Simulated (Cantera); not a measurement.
Charge: 1 mol SiH4, 1.1 mol N2, 23 mol H2, held at 1850 K.

Cantera equilibrium calculation (NASA polynomials, part measured and part estimated; ideal gas, pure solids and liquids). Candidate condensed phases: Si, Si3N4; 18 gas species. Mutual solubility and eutectic melting of coexisting phases are not modelled. Gases not in the tables: Si2H6 and higher silanes. Rates play no part.

**Question.** Which condensed phases are stable at each of these points (P (Pa)): 5, 15, 45, 140, 410, 1200, 3700, 11000, 33000, 100000?

**Answer.** 
```
P (Pa)  condensed phases  Si condensed (%)
------  ----------------  ----------------
5               gas only               0.0
15              gas only               0.0
45                 Si(l)              59.7
140                Si(l)              86.9
410                Si(l)              95.3
1200               Si(l)              98.3
3700               Si(l)              99.3
11000              Si(l)              99.7
33000              Si(l)              99.8
100000  Si(l) + Si3N4(s)              99.9
```

From 5.00e-5 bar to 0.000150 bar nothing is condensed. From 0.000450 bar to 0.330 bar the condensed part is Si(l). At 1.00 bar the condensed part is Si(l) + Si3N4(s).
